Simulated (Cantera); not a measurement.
Input: 1 mol CS2, 2.2 mol H2, at 1048 K and 405 Torr.

These are equilibrium values from Cantera (NASA tables, ideal gas, pure condensed phases), not measurements of a reactor. Candidate condensed phases: C, C6H6, C7H8, C8H18, S; 83 gas species. Gases not in the tables: S3 to S7. The numbers say what is thermodynamically allowed, not how fast it happens.

Base state: H2S 0.779, H2 0.175, CS2 0.0395, S2 0.00538, CH4 0.000963, SH 3.79e-5 (mole fractions); condensed: C(graphite).

**Question.** What changes in the equilibrium state with this change: H2 from 2.2 to 0.11 mol?

**Answer.** 
```csv
species,before,after
CS2,0.0395,0.789
S2,0.00538,0.107
H2S,0.779,0.0990
H2,0.175,0.00497
CH4,0.000963,7.78e-7
SH,3.79e-5,2.86e-5
"C(graphite), mol",0.907,0.166
```

**Question.** What changes in the equilibrium state with this change: temperature from 1048 K to 1273 K?

**Answer.** 
```csv
species,before,after
H2S,0.779,0.498
H2,0.175,0.360
CS2,0.0395,0.121
S2,0.00538,0.0202
CS,9.67e-8,1.45e-5
SH,3.79e-5,0.000477
CH4,0.000963,0.000656
"C(graphite), mol",0.907,0.688
```
